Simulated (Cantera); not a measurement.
# Catalytic combustion on Pt

An isothermal plug-flow reactor at 850 K and 220000 Pa (inlet), inlet velocity 3.3 m/s, active area per volume 5500 1/m; feed H2 : O2 : N2 = 0.024 : 0.12 : 0.79 (molar parts), equivalence ratio 0.10.

Cantera simulation using Deutschmann's 1995 Pt surface mechanism with GRI-Mech 3.0 gas chemistry; the numbers are that mechanism's predictions, not measurements. Catalytic surfaces can have several steady states; this one follows from the mechanism file's or the stated starting coverage. Mass transfer to the wall is taken as infinitely fast.

```tsv
z (m)	x H2	x O2	x H2O	θ free Pt	θ O*	θ OH*
0.00022	0.00369	0.119	0.0223	0.0787	0.916	0.00512
0.00037	0.00202	0.118	0.0240	0.0607	0.935	0.00463
0.00062	0.000896	0.118	0.0251	0.0508	0.945	0.00431
0.001	0.000303	0.117	0.0257	0.0463	0.950	0.00415
0.0017	4.66e-5	0.117	0.0260	0.0445	0.951	0.00408
0.0029	1.99e-6	0.117	0.0260	0.0442	0.952	0.00407
0.0048	1.36e-8	0.117	0.0260	0.0441	0.952	0.00407
0.008	3.39e-12	0.117	0.0260	0.0441	0.952	0.00407
0.013	<1e-12	0.117	0.0260	0.0441	0.952	0.00407
0.022	<1e-12	0.117	0.0260	0.0441	0.952	0.00407
```
x: gas mole fraction; θ: surface coverage.
